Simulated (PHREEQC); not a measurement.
Dissolve 67 mmol/kgw Li2CO3, 0.25 mmol/kgw Na2SiF6 and 22.5 mmol/kgw KHCO3 at 20 °C. Closed to the air; pH follows from the charge balance.

The numbers come from PHREEQC with the ion-association model, phreeqc.dat.

Problem. The ionic strength comes out as 0.222 mol/kgw. What activity coefficients do CO3-2, OH-, F-, HCO3-, K+ get?

Solution. CO3-2 0.30, OH- 0.70, F- 0.70, HCO3- 0.74, K+ 0.71.

This is a speciation only: nothing precipitates in the calculation. SiF6-2 is the database's only silicon fluoride.
